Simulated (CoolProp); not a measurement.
Vapour-liquid equilibrium of p-xylene (1) + n-nonane (2) at 517.6 K; x and y are mole fractions of (1).

Model: multi-fluid Helmholtz-energy mixture model, Zhou 2012 and Lemmon 2006; pair parameters Bell 2016, in CoolProp.

```csv
x,"bubble pressure, mixture model (MPa)","bubble pressure, Raoult's law (MPa)","y, mixture model","y, Raoult's law"
0.05,[?],0.7335,0.060,0.062
0.125,0.7497,0.7471,0.146,0.152
0.2,0.7640,0.7607,0.229,0.238
0.275,0.7779,0.7743,0.310,0.322
0.35,0.7914,0.7879,0.388,0.402
0.425,0.8047,0.8015,0.464,0.480
0.5,[?],0.8152,0.539,0.556
0.575,0.8308,0.8288,0.613,0.628
0.65,0.8437,0.8424,0.685,0.699
0.725,0.8567,0.8560,[?],0.767
0.8,0.8699,0.8696,0.824,0.833
0.875,0.8832,0.8832,0.892,0.897
0.95,0.8967,0.8968,0.957,0.960
```

Problem. Some entries are withheld; supply them.

Solution. 
- 0.05, bubble pressure, mixture model (MPa): 0.7348
- 0.5, bubble pressure, mixture model (MPa): 0.8178
- 0.725, y, mixture model: 0.755

The largest gap from Raoult's law is +0.5 % in bubble pressure, at x = 0.275. No azeotrope shows between x = 0.05 and 0.95.

The pair parameters rest on a limited set of measurements; away from them the model extrapolates.
